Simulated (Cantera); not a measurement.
Feed: 1 mol SiH₂Cl₂, 1.3 mol H₂O, 51 mol H₂, a varied amount of N₂O, at 575 °C and 1330 Pa.

Cantera equilibrium calculation (NASA polynomials, part measured and part estimated; ideal gas, pure solids and liquids). Candidate condensed phases: H₂O, NH₄Cl, Si, SiO₂, Si₂N₂O, Si₃N₄; 47 gas species. Rates play no part.

x: gas mole fraction; n: condensed amount in mol.

| n(N₂O) (mol) | x H₂ | x N₂ | x H₂O | x HCl | x SiCl₄ | x SiHCl₃ | n SiO₂(β-quartz) | n Si₂N₂O(s) |
|---|---|---|---|---|---|---|---|---|
| 0.12 | 0.969 | <1e-12 | 1.16e-9 | 0.0289 | 0.00192 | 0.000105 | 0.650 | 0.120 |
| 0.17 | 0.964 | [?] | [?] | 0.0361 | [?] | [?] | 0.650 | 0.170 |
| 0.23 | 0.962 | 0.00135 | 1.51e-6 | 0.0368 | 3.01e-9 | 1.28e-10 | 0.687 | 0.157 |
| 0.33 | 0.960 | 0.00379 | 2.12e-6 | 0.0367 | 1.50e-9 | 6.37e-11 | 0.753 | 0.123 |
| 0.46 | 0.956 | 0.00695 | 2.59e-6 | 0.0366 | 9.97e-10 | 4.23e-11 | 0.840 | 0.0800 |
| 0.64 | 0.952 | [?] | [?] | 0.0364 | [?] | [?] | 0.960 | [?] |
| 0.89 | 0.944 | 0.0161 | 0.00344 | 0.0362 | <1e-12 | <1e-12 | 1.00 | 0 |
| 1.2 | 0.933 | 0.0216 | 0.00901 | 0.0360 | <1e-12 | <1e-12 | 1.00 | 0 |
| 1.7 | 0.916 | 0.0304 | 0.0179 | 0.0357 | <1e-12 | <1e-12 | 1.00 | 0 |
| 2.4 | 0.892 | 0.0423 | 0.0300 | 0.0353 | <1e-12 | <1e-12 | 1.00 | 0 |
| 3.4 | 0.860 | 0.0589 | 0.0468 | 0.0347 | <1e-12 | <1e-12 | 1.00 | 0 |
| 4.7 | 0.819 | 0.0797 | 0.0678 | 0.0339 | <1e-12 | <1e-12 | 1.00 | 0 |
| 6.6 | 0.762 | 0.108 | 0.0969 | 0.0328 | <1e-12 | <1e-12 | 1.00 | 0 |

Question: Some entries are withheld; supply them.

Answer: 
- 0.64, x N₂: 0.0113
- 0.64, x H₂O: 3.03e-6
- 0.64, x SiCl₄: 7.15e-10
- 0.64, x SiHCl₃: 3.03e-11
- 0.64, n Si₂N₂O(s): 0.0201
- 0.17, x N₂: 8.45e-11
- 0.17, x H₂O: 6.00e-9
- 0.17, x SiCl₄: 0.000176
- 0.17, x SiHCl₃: 7.64e-6
